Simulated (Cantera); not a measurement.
A perfectly stirred reactor is fed with 32.3 % CH4, 67.7 % N2, at 0.110 bar; it is held at 1675 K, and followed from long to short residence time.

Model: GRI-Mech 3.0 (53 species, 325 reactions), integrated in Cantera. GRI-Mech 3.0 stops at C3 and has no aromatics, soot or wall deposition, so with more carbon than oxygen in the feed, carbon stays in small species such as C2H2 where larger ones or solid carbon would form.

One state of this run: x CH4 = 0.176; x CH2 = 4.48e-7; x H = 6.56e-5; x C2H = 1.02e-7; x C2H4 = 0.00390; x HCN = 7.81e-8. x: mole fraction; the columns are a selection and need not sum to one.

### Question
Which value of τ (s) does it belong to?
(A) 0.13
(B) 0.31
(C) 0.011
(D) 0.057

### Answer
D, 0.057
